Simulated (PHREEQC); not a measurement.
## Ultrapure water in contact with air or piping (model solution)

Model water analysis in mg/L, 20 °C, pH 6.22, pe 9.7: Na 0.0292; K 0.000109; Ca 0.0502; Mg 0.000685; Cl 0.0452; S(6) as SO4 0.0302; Alkalinity as HCO3 0.13; O(0) (dissolved oxygen) 1.65e-05; Li 7.72e-06.

Valence states are taken as typed.

Model: ion-association model, phreeqc.dat, run in PHREEQC.

This is a speciation only: nothing precipitates in the calculation.

Q: Predict the charge-balance error.

A: charge-balance error -2.2 %.

Q: In which forms is C present?

A: CO2 59 %, HCO3- 41 % of the C.
